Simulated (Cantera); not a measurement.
A perfectly stirred reactor is fed with H₂ : O₂ : N₂ = 0.66 : 1 : 20 (molar parts), equivalence ratio 0.33, at 0.580 bar; it is held at 1100 K, and followed from long to short residence time.

Cantera simulation using the H2/O2 subset of GRI-Mech 3.0, which has no nitrogen chemistry; the numbers are that mechanism's predictions, not measurements.

Problem. What does this change do: O2 1 to 0.4 parts?

Solution. 
| quantity | before | after |
|---|---|---|
| x(H₂) at τ = 10.0 s | 2.11e-5 | 3.65e-5 |
| x(O₂) at τ = 10.0 s | 0.0314 | 0.00339 |
| x(H₂O₂) at τ = 10.0 s | 6.79e-8 | 6.96e-8 |
| x(H) at τ = 10.0 s | 2.04e-7 | 1.88e-6 |
| x(O) at τ = 10.0 s | 2.40e-6 | 2.45e-6 |
| x(H₂) at τ = 28.0 ms | 0.000817 | 0.00135 |
| x(O₂) at τ = 28.0 ms | 0.0317 | 0.00408 |
| x(H₂O₂) at τ = 28.0 ms | 7.35e-7 | 2.68e-7 |
| x(H) at τ = 28.0 ms | 6.94e-5 | 0.000481 |
| x(O) at τ = 28.0 ms | 0.000122 | 0.000116 |

Problem. What does this change do: temperature 1100 to 1000 K?

Solution. 
```json
[
 {"quantity": "x(H₂) at τ = 10.0 s", "before": "2.11e-5", "after": "0.000119"},
 {"quantity": "x(O₂) at τ = 10.0 s", "before": "0.0314", "after": "0.0315"},
 {"quantity": "x(H₂O₂) at τ = 10.0 s", "before": "6.79e-8", "after": "3.76e-7"},
 {"quantity": "x(H) at τ = 10.0 s", "before": "2.04e-7", "after": "1.55e-7"},
 {"quantity": "x(O) at τ = 10.0 s", "before": "2.40e-6", "after": "1.27e-6"},
 {"quantity": "x(H₂) at τ = 28.0 ms", "before": "0.000817", "after": "0.00209"},
 {"quantity": "x(O₂) at τ = 28.0 ms", "before": "0.0317", "after": "0.0324"},
 {"quantity": "x(H₂O₂) at τ = 28.0 ms", "before": "7.35e-7", "after": "9.41e-7"},
 {"quantity": "x(H) at τ = 28.0 ms", "before": "6.94e-5", "after": "4.97e-5"},
 {"quantity": "x(O) at τ = 28.0 ms", "before": "0.000122", "after": "6.17e-5"}
]
```
